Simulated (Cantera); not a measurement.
Feed: 1 mol Al, 39 mol H2O, 70 mol H2, 0.81 mol N2, at 10.0 Torr.

Cantera equilibrium calculation (NASA polynomials, part measured and part estimated; ideal gas, pure solids and liquids). Candidate condensed phases: Al, AlN, Al2O3, H2O; 35 gas species. The numbers say what is thermodynamically allowed, not how fast it happens. All values below are at 2025 K.

Base state: H2 0.640, H2O 0.338, H 0.0133, N2 0.00732, OH 0.000737, O 1.11e-5 (mole fractions); condensed: Al2O3(s).

What changes in the equilibrium state with this change: pressure from 10.0 Torr to 1.00 Torr?


```tsv
species	before	after
H2	0.640	0.617
H2O	0.338	0.331
H	0.0133	0.0414
O2	2.53e-6	2.61e-5
O	1.11e-5	0.000113
OH	0.000737	0.00232
Al2O3(s), mol	0.500	0.499
```
